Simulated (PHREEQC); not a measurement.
A column of 0.1 m (30 cells, dispersivity 0.008 m, 3600 s a shift, diffusion coefficient 3e-10 m²/s) holds 0.0028 eq of the database's cation exchanger X per kg of pore water, first in equilibrium with 19 mmol/kgw MnCl2, 0.58 mmol/kgw PbCl2 and 0.01 mmol/kgw HCl. It is flushed with 0.00066 mol/kgw KBr, 0.00035 mol/kgw SrCl2, 0.0011 mol/kgw NH4Cl and 1e-05 mol/kgw HCl, at 25 °C. Values are for the last cell. CO2 from the air is kept out. Nothing may precipitate in this run.

The series has 31 steps of pore volumes, from 0 to 5.017.

Computed with PHREEQC (ion-association model, phreeqc.dat).

### Question
After how many pore volumes does NH4 at the outlet first reach half of its feed value?

### Answer
By 1.2 pore volumes.

### Question
After how many pore volumes does K at the outlet first reach half of its feed value?

### Answer
By 1.2 pore volumes.

### Question
After how many pore volumes does Br at the outlet first reach half of its feed value?

### Answer
By 1.0 pore volumes.
